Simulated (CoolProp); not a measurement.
Model: reference Helmholtz-energy equation of state, Lemmon 2006, in CoolProp. It is a short technical equation, of lower accuracy than the large ones.

Question: For nitrous oxide, give the phase and the density (kg/m³), cv (kJ/(kg K)), isothermal compressibility (1/MPa), fugacity coefficient at 364.5 K and 181 bar; 398.4 K and 181 bar.

Answer: 
- 364.5 K and 181 bar: supercritical; density 513, cv 0.924, isothermal compressibility 0.0573, fugacity coefficient 0.578
- 398.4 K and 181 bar: supercritical; density 365, cv 0.899, isothermal compressibility 0.0683, fugacity coefficient 0.687
